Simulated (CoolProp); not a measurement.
Dimethyl carbonate along the isotherm 600 K: density (kg/m³) from the reference equation and from simpler models built on Tc = 557.0 K, pc = 4909 kPa, ω = 0.346; each cubic takes its own stable root.

Model: reference Helmholtz-energy equation of state, Zhou 2011, in CoolProp.

```tsv
p (kPa)	phase	reference
23.3	gas	0.4213
47.8	gas	0.8654
98.2	gas	1.783
202	gas	3.689
414	gas	7.652
850	gas	16.12
1750	gas	35.17
3590	gas	83.60
7360	supercritical	295.6
```

**Question.** How far does each simpler model (ideal gas, Redlich-Kwong, Peng-Robinson) lie from the reference over these 9 states: mean and median of the absolute difference, and the worst?

**Answer.** 
- ideal gas: mean 10.8 %, median 2.3 %, worst -55.0 % at 600 K and 7360 kPa
- Redlich-Kwong: mean 1.0 %, median 0.0 %, worst +7.9 % at 600 K and 7360 kPa
- Peng-Robinson: mean 0.6 %, median 0.2 %, worst -2.1 % at 600 K and 7360 kPa
